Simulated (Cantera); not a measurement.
Cantera run, input and output.

```python
import numpy as np
import cantera as ct

gas = ct.Solution("h2o2.yaml")
gas.TPX = 1048, 500000, {'H2': 1, 'O2': 1.16, 'N2': 6.74, 'H2O': 0.63}
reactor = ct.IdealGasReactor(gas, energy="on", clone=False)
net = ct.ReactorNet([reactor])
net.rtol, net.atol = 1e-08, 1e-16
show = ['H2', 'O2', 'H2O', 'O', 'H2O2', 'OH', 'HO2']
times = np.geomspace(2e-06, 0.2, 11)

steps = ct.SolutionArray(gas, extra=["t"])
rows = []
print(f"{'t/s':>10s}{'T/K':>9s}{'P/Pa':>11s}" + "".join(f"{s:>11s}" for s in show))
for t in times:
    while net.time < t:
        t_next = net.step()
        steps.append(gas.state, t=t_next)
    rows.append([np.interp(t, steps.t, y) for y in (steps.T, steps.P, *steps(*show).X.T)])
    print(f"{t:10.3e}{rows[-1][0]:9.1f}{rows[-1][1]:11.4g}" + "".join(f"{x:11.3e}" for x in rows[-1][2:]))
rate = np.gradient(steps.T, steps.t)
print("integrator steps:", len(steps.t))
if steps.T.max() > steps.T[0] + 200:
    print(f"time of steepest temperature rise: {steps.t[rate.argmax()]:.4e} s")
gas.TPX = 1048, 500000, {'H2': 1, 'O2': 1.16, 'N2': 6.74, 'H2O': 0.63}
gas.equilibrate("UV")
print(f"equilibrium (UV): T = {gas.T:.1f} K  " + "  ".join(f"{s} {gas[s].X[0]:.3e}" for s in show))
```

Output:

```
       t/s      T/K       P/Pa         H2         O2        H2O          O       H2O2         OH        HO2
 2.000e-06   1048.0      5e+05  1.049e-01  1.217e-01  6.611e-02  1.625e-11  4.183e-13  6.423e-12  6.422e-10
 6.325e-06   1048.0      5e+05  1.049e-01  1.217e-01  6.611e-02  2.045e-11  4.948e-12  7.695e-12  2.323e-09
 2.000e-05   1048.0      5e+05  1.049e-01  1.217e-01  6.611e-02  2.105e-11  5.331e-11  7.932e-12  7.722e-09
 6.325e-05   1048.0      5e+05  1.049e-01  1.217e-01  6.611e-02  2.285e-11  5.403e-10  8.783e-12  2.499e-08
 2.000e-04   1048.0      5e+05  1.049e-01  1.217e-01  6.611e-02  3.006e-11  5.236e-09  1.313e-11  8.247e-08
 6.325e-04   1048.0      5e+05  1.049e-01  1.217e-01  6.611e-02  6.983e-11  4.997e-08  4.354e-11  3.205e-07
 2.000e-03   1048.0      5e+05  1.049e-01  1.217e-01  6.611e-02  6.015e-10  8.253e-07  5.147e-10  2.754e-06
 6.325e-03   1058.3  5.046e+05  1.038e-01  1.211e-01  6.714e-02  9.129e-08  1.615e-04  1.193e-07  6.556e-05
 2.000e-02   1978.6  8.947e+05  5.495e-05  7.279e-02  1.798e-01  5.141e-05  2.509e-07  1.098e-03  2.721e-06
 6.325e-02   1978.6  8.947e+05  5.495e-05  7.279e-02  1.798e-01  5.141e-05  2.509e-07  1.098e-03  2.721e-06
 2.000e-01   1978.6  8.947e+05  5.495e-05  7.279e-02  1.798e-01  5.141e-05  2.509e-07  1.098e-03  2.721e-06
integrator steps: 1355
time of steepest temperature rise: 7.8133e-03 s
equilibrium (UV): T = 1978.6 K  H2 5.495e-05  O2 7.279e-02  H2O 1.798e-01  O 5.141e-05  H2O2 2.509e-07  OH 1.098e-03  HO2 2.721e-06
```

Computed with Cantera and the H2/O2 subset of GRI-Mech 3.0, which has no nitrogen chemistry. The hydrogen kinetics of GRI-Mech 3.0 are dated; newer H2 mechanisms differ, most at raised pressure.
